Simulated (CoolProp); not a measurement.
Vapour-liquid equilibrium of CHF3 (R23) (1) + R152A (2) at 0.451 bar; x and y are mole fractions of (1).

Computed with CoolProp (multi-fluid Helmholtz-energy mixture model, Penoncello 2003 and Outcalt 1996; pair parameters Bell 2016).

```csv
x,bubble temperature (°C),y at the bubble point,dew temperature at overall composition x (°C),liquid density (mol/L)
0.05,-50.3,0.426,-41.8,16.26
0.15,-63.2,0.765,-43.8,16.97
0.25,-71.5,0.883,-45.9,17.57
0.35,-77.3,0.935,-48.3,18.12
0.45,-81.8,0.962,-51.0,18.64
0.55,-85.3,0.977,-54.1,19.15
0.65,-88.1,0.986,-57.8,19.65
0.75,-90.5,0.992,-62.4,20.14
0.85,-92.5,0.996,-68.7,20.62
0.95,-94.2,0.999,-79.6,21.10
```

No azeotrope shows between x = 0.05 and 0.95.

The pair parameters rest on a limited set of measurements; away from them the model extrapolates.
